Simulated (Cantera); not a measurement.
Charge: 1 mol H₂O, 0.023 mol O₂, equilibrated at 2652 °C and 0.133 bar.

Cantera equilibrium calculation (NASA polynomials, part measured and part estimated; ideal gas, pure solids and liquids). Candidate condensed phases: H₂O; 9 gas species. Kinetics and transport are ignored.

Base state: H₂O 0.449, H₂ 0.161, H 0.137, OH 0.120, O₂ 0.0701, O 0.0631, HO₂ 2.08e-5 (mole fractions); condensed: gas only.

### Question
What changes in the equilibrium state with this change: temperature from 2652 °C to 1025 °C?

### Answer
```json
[
 {"species": "H₂O", "before": "0.449", "after": "0.977"},
 {"species": "O₂", "before": "0.0701", "after": "0.0225"},
 {"species": "OH", "before": "0.120", "after": "3.04e-5"},
 {"species": "H₂", "before": "0.161", "after": "1.50e-6"},
 {"species": "H", "before": "0.137", "after": "3.60e-9"},
 {"species": "O", "before": "0.0631", "after": "7.02e-8"},
 {"species": "HO₂", "before": "2.08e-5", "after": "1.31e-8"}
]
```
